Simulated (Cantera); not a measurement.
**Reactions in the system Ca-Cl-F-H**

Source: NASA polynomial tables (part measured, part estimated), evaluated in Cantera. Values are per mole of reaction as written; species without (g) are pure solids or liquids, kept so even where they would boil at 1 bar.

2 HCl(g) + CaF2 → 2 F(g) + 2 H(g) + CaCl2

```csv
T (K),ΔH° (kJ),ΔS° (J/K),ΔG° (kJ),log10 K,condensed phases
673,1220.0,232.6,1063.5,-82.54,"CaF2(s), CaCl2(s)"
823,1223.4,237.0,1028.3,-65.26,"CaF2(s), CaCl2(s)"
973,1226.1,240.1,992.5,-53.28,"CaF2(s), CaCl2(s)"
1123,1258.1,270.7,954.1,-44.38,"CaF2(s), CaCl2(l)"
1273,1261.7,273.7,913.3,-37.47,"CaF2(s), CaCl2(l)"
1423,1264.4,275.7,872.1,-32.01,"CaF2(s), CaCl2(l)"
```

2 HCl(g) + 2 F(g) + Ca → CaCl2 + 2 HF(g)

```
T (K)  ΔH° (kJ)  ΔS° (J/K)  ΔG° (kJ)  log10 K  condensed phases
-----  --------  ---------  --------  -------  ----------------
673     -1313.8     -279.0   -1126.0    87.40   Ca(s), CaCl2(s)
823     -1314.0     -279.3   -1084.1    68.81   Ca(s), CaCl2(s)
973     -1313.0     -278.2   -1042.3    55.95   Ca(s), CaCl2(s)
1123    -1290.7     -256.4   -1002.8    46.64   Ca(l), CaCl2(l)
1273    -1287.8     -254.0    -964.5    39.58   Ca(l), CaCl2(l)
1423    -1285.0     -251.9    -926.6    34.01   Ca(l), CaCl2(l)
```
